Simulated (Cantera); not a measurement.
**Thermodynamics of tantalum, niobium, vanadium and zirconium in process gases, feed Zr + NH3 + N2 + N2O**

Charge: 1 mol Zr, 0.34 mol NH3, 4.2 mol N2, 3.3 mol N2O, at 998 K and 5.40 Pa.

Cantera equilibrium calculation (NASA polynomials, part measured and part estimated; ideal gas, pure solids and liquids). Candidate condensed phases: H2O, Zr, ZrN, ZrO2; 28 gas species. Equilibrium is a limit: real reactors are often held back by kinetics, nucleation or transport.

x(N2): 0.894
x(H2O): 0.0595
x(O2): 0.0461
x(NO): 1.53e-5
n(ZrO2(monoclinic)): 1.00 mol
gas amount: 8.575 mol
log10 activity of Zr(α) (absent): -41.93
